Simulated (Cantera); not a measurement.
A freely propagating, adiabatic, planar premixed flame of H2 : O2 : N2 = 1 : 0.676 : 2.97 (molar parts), equivalence ratio 0.74, unburnt at 623 K and 220000 Pa; mixture-averaged transport, grid criteria slope 0.08 and curve 0.16, no radiation.

Model: the H2/O2 subset of GRI-Mech 3.0, which has no nitrogen chemistry, integrated in Cantera. The hydrogen kinetics of GRI-Mech 3.0 are dated; newer H2 mechanisms differ, most at raised pressure. Burning velocities carry a grid error of a few per cent, more on coarse grids.

**Question.** How do the results move with these cheaper or finer settings: unity-Lewis-number transport; multicomponent transport; multicomponent+Soret transport; grid criteria slope 0.5, curve 1; grid criteria slope 0.25, curve 0.5; grid criteria slope 0.03, curve 0.06?

**Answer.** 
| setting | laminar burning velocity | thermal thickness | peak x(H) | peak x(O) | grid points |
|---|---|---|---|---|---|
| as above | 476 cm/s | 0.171 mm | 0.0205 | 0.00927 | 108 |
| unity-Lewis-number transport | 385 cm/s | 0.128 mm | 0.0284 | 0.0108 | 102 |
| multicomponent transport | 470 cm/s | 0.170 mm | 0.0204 | 0.00924 | 108 |
| multicomponent+Soret transport | 436 cm/s | 0.169 mm | 0.0192 | 0.00902 | 108 |
| grid criteria slope 0.5, curve 1 | 591 cm/s | 0.213 mm | 0.0230 | 0.00980 | 37 |
| grid criteria slope 0.25, curve 0.5 | 513 cm/s | 0.187 mm | 0.0212 | 0.00940 | 48 |
| grid criteria slope 0.03, curve 0.06 | 465 cm/s | 0.168 mm | 0.0202 | 0.00922 | 245 |
Unity Lewis numbers drop preferential diffusion, which matters most where H2 and H carry the flame; Soret adds thermal diffusion.
